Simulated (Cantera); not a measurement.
# Moist CO burnout

An isothermal, constant-pressure homogeneous reactor starts with 0.800 % CO, 1.66 % O₂, 0.0293 % H₂O, 97.5 % N₂, at 1475 K and 0.132 atm.

Detailed kinetics in Cantera: GRI-Mech 3.0 (53 species, 325 reactions).

| t (s) | x CO | x O₂ | x H₂O | x NO | x H₂ | x N₂O |
|---|---|---|---|---|---|---|
| 0.000200 | 0.00800 | 0.0166 | 0.000293 | <1e-12 | <1e-12 | <1e-12 |
| 0.000452 | 0.00800 | 0.0166 | 0.000293 | <1e-12 | <1e-12 | <1e-12 |
| 0.00102 | 0.00800 | 0.0166 | 0.000293 | <1e-12 | 2.20e-12 | <1e-12 |
| 0.00231 | 0.00800 | 0.0166 | 0.000293 | <1e-12 | 2.64e-11 | 2.69e-12 |
| 0.00521 | 0.00800 | 0.0166 | 0.000293 | <1e-12 | 3.44e-10 | 1.38e-11 |
| 0.0118 | 0.00799 | 0.0166 | 0.000292 | 1.04e-11 | 7.50e-9 | 1.66e-10 |
| 0.0266 | 0.00767 | 0.0163 | 0.000270 | 1.96e-9 | 1.30e-6 | 2.18e-8 |
| 0.0601 | 0.00343 | 0.0128 | 7.38e-5 | 9.27e-7 | 8.02e-6 | 1.81e-7 |
| 0.136 | 0.00162 | 0.0123 | 0.000106 | 4.57e-6 | 9.28e-6 | 1.71e-7 |
| 0.307 | 0.000639 | 0.0125 | 0.000213 | 7.41e-6 | 6.39e-6 | 1.87e-7 |
| 0.694 | 0.000169 | 0.0126 | 0.000267 | 8.74e-6 | 1.98e-6 | 2.25e-7 |
| 1.57 | 3.84e-5 | 0.0126 | 0.000283 | 9.34e-6 | 4.73e-7 | 1.90e-7 |
| 3.54 | 9.18e-6 | 0.0126 | 0.000289 | 9.56e-6 | 1.18e-7 | 8.32e-8 |
| 8.00 | 2.61e-6 | 0.0126 | 0.000291 | 9.63e-6 | 3.52e-8 | 2.71e-8 |
x: mole fraction; the columns are a selection and need not sum to one.

Equilibrium at this temperature and pressure: CO 6.62e-7, O₂ 0.0125, H₂O 0.000292, NO 0.000295, H₂ 9.71e-9, N₂O 7.42e-9 (gas phase only).
